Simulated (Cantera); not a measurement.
Predominance diagram of Ba at 1400 K against the partial pressures of O2 and H2O (log10, bar). Standard-state values (1 bar) from the NASA 1993 polynomials, evaluated with Cantera. Candidates: Ba(l), BaO(s), Ba(OH)2(l). Only these pure phases compete in this equilibrium. Not in the tables: the peroxide.

Question: Which phase is stable at these pairs, and which metal-bearing vapour leads over it? (-1.6, -9.9); (-6.9, -9.9); (-16.1, -6.8); (-14.8, -8.3); (-12.2, 1); (-21.4, -9.9); (-4.3, -3.7)

Answer: 
```csv
log p(O2),log p(H2O),phase,chief vapour,log p (bar)
-1.6,-9.9,BaO(s),Ba(OH)2,-13.3
-6.9,-9.9,BaO(s),BaOH,-13.0
-16.1,-6.8,BaO(s),BaOH,-9.2
-14.8,-8.3,BaO(s),Ba,-9.9
-12.2,1,Ba(OH)2(l),Ba(OH)2,-3.2
-21.4,-9.9,BaO(s),Ba,-6.6
-4.3,-3.7,BaO(s),Ba(OH)2,-7.1
```
